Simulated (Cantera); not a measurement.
Input: 1 mol Ti, a varied amount of H2O, 0.069 mol O2, equilibrated at 1400 K and 1.33 mbar.

Cantera equilibrium calculation (NASA polynomials, part measured and part estimated; ideal gas, pure solids and liquids). Candidate condensed phases: H2O, Ti, TiO, TiO2, Ti2O3, Ti3O5, Ti4O7; 12 gas species. Mutual solubility and eutectic melting of coexisting phases are not modelled. TiO: taken at fixed stoichiometry. Condensed phases not in the tables: Magnéli phases beyond Ti4O7, N, O or C dissolved in the metal. Rates play no part.

x: gas mole fraction; n: condensed amount in mol.

| n(H2O) (mol) | x H2 | x H2O | x H | x OH | x Ti | n Ti(β) | n TiO(s) | n Ti2O3(s) | n Ti3O5(s) | n Ti4O7(s) | n TiO2(rutile) |
|---|---|---|---|---|---|---|---|---|---|---|---|
| 0.56 | 1.000 | 1.13e-9 | 0.000133 | <1e-12 | 5.79e-8 | 0.302 | 0.698 | 0 | 0 | 0 | 0 |
| 0.83 | 1.000 | 1.13e-9 | 0.000133 | <1e-12 | 5.79e-8 | 0.0320 | 0.968 | 0 | 0 | 0 | 0 |
| 1.1 | 1.000 | 2.84e-6 | 0.000133 | [?] | 2.31e-11 | 0 | 0.524 | 0.238 | 0 | 0 | 0 |
| 1.4 | 1.000 | 0.000173 | 0.000133 | [?] | <1e-12 | 0 | 0 | 0.387 | 0.0755 | 0 | 0 |
| 1.6 | 0.998 | 0.00170 | 0.000133 | [?] | <1e-12 | 0 | 0 | 0 | 0.0589 | 0.206 | 0 |
| 1.9 | 0.980 | 0.0200 | 0.000132 | [?] | <1e-12 | 0 | 0 | 0 | 0 | 0 | 1.00 |
| 2.1 | 0.887 | 0.113 | 0.000125 | [?] | <1e-12 | 0 | 0 | 0 | 0 | 0 | 1.00 |
| 2.4 | 0.776 | 0.224 | 0.000117 | [?] | <1e-12 | 0 | 0 | 0 | 0 | 0 | 1.00 |
| 2.7 | 0.690 | 0.310 | 0.000111 | [?] | <1e-12 | 0 | 0 | 0 | 0 | 0 | 1.00 |

**Question.** Some entries are withheld; supply them.

**Answer.** 
- 1.1, x OH: 7.51e-12
- 1.4, x OH: 4.59e-10
- 1.6, x OH: 4.51e-9
- 1.9, x OH: 5.35e-8
- 2.1, x OH: 3.19e-7
- 2.4, x OH: 6.74e-7
- 2.7, x OH: 9.89e-7
